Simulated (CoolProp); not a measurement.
Vapour-liquid equilibrium of ethane (1) + propylene (2) at -11.05 °C; x and y are mole fractions of (1).

Computed with CoolProp (multi-fluid Helmholtz-energy mixture model, Bücker 2006 and Lemmon 2013; pair parameters Bell 2016).

| x | bubble pressure (MPa) | y at the bubble point | dew pressure at overall composition x (MPa) | liquid density (mol/L) |
|---|---|---|---|---|
| 0.05 | 0.4809 | 0.168 | 0.4318 | 13.42 |
| 0.2 | 0.6792 | 0.476 | 0.4962 | 13.60 |
| 0.35 | 0.8758 | 0.650 | 0.5818 | 13.77 |
| 0.5 | 1.075 | 0.766 | 0.7009 | 13.92 |
| 0.65 | 1.280 | 0.852 | 0.8755 | 14.04 |
| 0.8 | 1.496 | 0.922 | 1.148 | 14.12 |
| 0.95 | 1.727 | 0.981 | 1.600 | 14.14 |

No azeotrope shows between x = 0.05 and 0.95.

Pair parameters are fitted to limited data, so mixtures are less certain than the pure fluids.
